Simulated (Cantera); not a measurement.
# Silicon etching in halogen gases: Si + SF₆ + NH₃

Charge: 1 mol Si, 3.4 mol SF₆, 0.03 mol NH₃, at 133 Pa.

These are equilibrium values from Cantera (NASA tables, ideal gas, pure condensed phases), not measurements of a reactor. Candidate condensed phases: S, Si, Si₃N₄; 52 gas species. The tables' values for SF₃, S₂F₂ (SSF₂), SF₅ are old estimates; treat these amounts as uncertain. Rates play no part.

From 725 K to 1325 K nothing is condensed. The main Si-bearing gas is SiF₄ throughout.

```
T (K)  x SF₄  x SF₆  x SiF₄       x F    x HF
-----  -----  -----  ------  --------  ------
725    0.447  0.306   0.222  1.69e-11  0.0200
800    0.452  0.301   0.222   2.07e-9  0.0200
875    0.452  0.301   0.222   1.13e-7  0.0200
950    0.452  0.302   0.222   3.28e-6  0.0200
1025   0.451  0.302   0.222   5.80e-5  0.0200
1100   0.451  0.301   0.222  0.000693  0.0200
1175   0.450  0.297   0.221   0.00599  0.0199
1250   0.451  0.272   0.213    0.0383  0.0192
1325   0.454  0.172   0.186     0.164  0.0167
```
x: gas mole fraction; nothing condenses.
